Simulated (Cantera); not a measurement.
Charge: 1 mol Pb, 0.27 mol H₂S, 8.3 mol N₂, equilibrated at 1098.15 K and 12.0 bar.

Method: chemical equilibrium by Gibbs-energy minimisation in Cantera with the NASA 1993 tables (ideal gas, pure condensed phases). Candidate condensed phases: Pb, PbS, S; 18 gas species. Mutual solubility and eutectic melting of coexisting phases are not modelled. Kinetics and transport are ignored.

Base state: N₂ 0.968, H₂ 0.0303, H₂S 0.00115, PbS 7.61e-5, NH₃ 2.00e-5 (mole fractions); condensed: Pb(l) + PbS(s).

What changes in the equilibrium state with this change: temperature from 1098.15 K to 1273 K?


| species | before | after |
|---|---|---|
| N₂ | 0.968 | 0.966 |
| H₂ | 0.0303 | 0.0283 |
| H₂S | 0.00115 | 0.00313 |
| PbS | 7.61e-5 | 0.00194 |
| Pb | 9.76e-6 | 0.000153 |
| NH₃ | 2.00e-5 | 7.78e-6 |
| Pb(l), mol | 0.740 | 0.756 |
| PbS(s), mol | 0.259 | 0.226 |

What changes in the equilibrium state with this change: temperature from 1098.15 K to 1248.15 K?


| species | before | after |
|---|---|---|
| N₂ | 0.968 | 0.967 |
| H₂ | 0.0303 | 0.0287 |
| H₂S | 0.00115 | 0.00278 |
| PbS | 7.61e-5 | 0.00130 |
| Pb | 9.76e-6 | 0.000109 |
| NH₃ | 2.00e-5 | 8.81e-6 |
| Pb(l), mol | 0.740 | 0.753 |
| PbS(s), mol | 0.259 | 0.235 |
